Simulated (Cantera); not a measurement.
A closed system holds: 1 mol CH₂F₂, 3.1 mol H₂, equilibrated at 2400 K and 98.0 mbar.

These are equilibrium values from Cantera (NASA tables, ideal gas, pure condensed phases), not measurements of a reactor. Candidate condensed phases: C, C₆H₆, C₇H₈, C₈H₁₈; 95 gas species. Equilibrium is a limit: real reactors are often held back by kinetics, nucleation or transport.

Base state: H₂ 0.573, HF 0.385, H 0.0385, C₂H₂ (acetylene) 0.00399, F 4.11e-5, C₂H 1.54e-5, C₄H₂ 1.15e-5 (mole fractions); condensed: C(graphite).

Problem. What changes in the equilibrium state with this change: temperature from 2400 K to 1525 K?

Solution. 
| species | before | after |
|---|---|---|
| H₂ | 0.573 | 0.608 |
| HF | 0.385 | 0.392 |
| CH₄ | 5.72e-6 | 8.26e-5 |
| H | 0.0385 | 5.89e-5 |
| F | 4.11e-5 | 1.25e-9 |
| C₂H | 1.54e-5 | <1e-9 |
| C₄H₂ | 1.15e-5 | <1e-9 |
| C(graphite), mol | 0.958 | 1.000 |
